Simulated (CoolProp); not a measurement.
Vapour pressure (bar) of carbonyl sulfide: the reference equation beside estimates from Tc = 105.6 °C, pc = 63.69 bar, ω = 0.098. Clausius-Clapeyron is anchored at -13.05 °C with a constant enthalpy of vaporisation of 16.91 kJ/mol.

Model: reference Helmholtz-energy equation of state, Lemmon 2006, in CoolProp. It is a short technical equation, of lower accuracy than the large ones.

```tsv
T (°C)	reference	Clausius-Clapeyron	Soave-Redlich-Kwong
-58.95	0.6617	0.8087	0.6515
-47.55	1.142	1.307	1.128
-36.05	1.866	2.024	1.849
-24.55	2.901	3.009	2.885
-13.05	4.321	4.321	4.313
-1.55	6.208	6.017	6.217
9.95	8.646	8.157	8.686
21.45	11.72	10.80	11.81
32.95	15.53	14.00	15.68
```

Absolute difference from the reference over all 9 rows, mean and median: Clausius-Clapeyron 8.4 and 7.8 %, Soave-Redlich-Kwong 0.8 and 0.8 %.
